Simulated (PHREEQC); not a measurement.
Make-up at 20 °C: 0.031 mol FeCl3, 8.7e-05 mol ZnCl2 and 0.14 mol H2SO4 per kg of water. Closed to the air; pH follows from the charge balance.

The numbers come from PHREEQC with the ion-association model, wateq4f.dat.

Each row changes one thing in this solution. This is a speciation only: nothing precipitates in the calculation.

```csv
case,pH,ionic strength (mol/kgw)
as made,0.86,0.262
temperature from 20 to 75 °C,___,0.241
H2SO4 left out,2.08,___
temperature from 20 to 85 °C,0.92,0.240
H2SO4 from 0.14 to 0.028 mol/kgw,1.41,___
ZnCl2 replaced by MnCl2 at the same molality,0.86,0.262
FeCl3 from 0.031 to 0.0031 mol/kgw,0.88,___
FeCl3 left out,0.88,0.189
```

Q: Complete the blanks.

A: 
- temperature from 20 to 75 °C, pH: 0.91
- H2SO4 left out, ionic strength (mol/kgw): 0.149
- H2SO4 from 0.14 to 0.028 mol/kgw, ionic strength (mol/kgw): 0.130
- FeCl3 from 0.031 to 0.0031 mol/kgw, ionic strength (mol/kgw): 0.196

Species that the database lacks are ignored. Some of these states are supersaturated (in Hematite (slow to form), Goethite (slow to form), for instance). Away from 25 °C the constants follow the database's enthalpies or fits; those with neither stay at their 25 °C values.
